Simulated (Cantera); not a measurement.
An isothermal, constant-pressure homogeneous reactor starts with 7.89 % CH4, 92.1 % N2, at 1775 K and 0.00390 bar.

Detailed kinetics in Cantera: GRI-Mech 3.0 (53 species, 325 reactions). GRI-Mech 3.0 stops at C3 and has no aromatics, soot or wall deposition, so with more carbon than oxygen in the feed, carbon stays in small species such as C2H2 where larger ones or solid carbon would form. Radical loss at walls, strong at low pressure, is not modelled.

**Question.** Predict: x(CH4) at 10.0 s; x(CH3) at 10.0 s; x(C2H) at 10.0 s; x(CH2) at 10.0 s; x(HCN) at 10.0 s.

**Answer.** 
```json
{
  "x(CH4) at 10.0 s": "0.000115 (gas-phase equilibrium 9.56e-7)",
  "x(CH3) at 10.0 s": "2.22e-5 (gas-phase equilibrium 2.73e-7)",
  "x(C2H) at 10.0 s": "2.74e-6 (gas-phase equilibrium 1.06e-6)",
  "x(CH2) at 10.0 s": "2.31e-7 (gas-phase equilibrium 4.26e-9)",
  "x(HCN) at 10.0 s": "4.53e-5 (gas-phase equilibrium 0.0539)"
}
```
